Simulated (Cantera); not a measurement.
Feed: 1 mol C2H4, 0.11 mol NH3, 1.2 mol H2, 0.69 mol CO2, held at 2773 K and 18.0 bar.

Equilibrium computed with Cantera from the NASA thermochemical tables; the gas is ideal and each condensed phase is pure. Candidate condensed phases: C, C6H6, C7H8, C8H18, H2O; 136 gas species. Rates play no part.

**Question.** What is the equilibrium state?

**Answer.** 
| Property | Value |
|---|---|
| x(H2) | 0.662 |
| x(CO) | 0.286 |
| x(C2H2 (acetylene)) | 0.0202 |
| x(H) | 0.0143 |
| x(HCN) | 0.00854 |
| x(N2) | 0.00644 |
| x(HNC) | 0.00133 |
| x(CH4) | 0.000800 |
| x(CH3) | 0.000290 |
| n(C(graphite)) | 1.06 mol |
| gas amount | 4.829 mol |
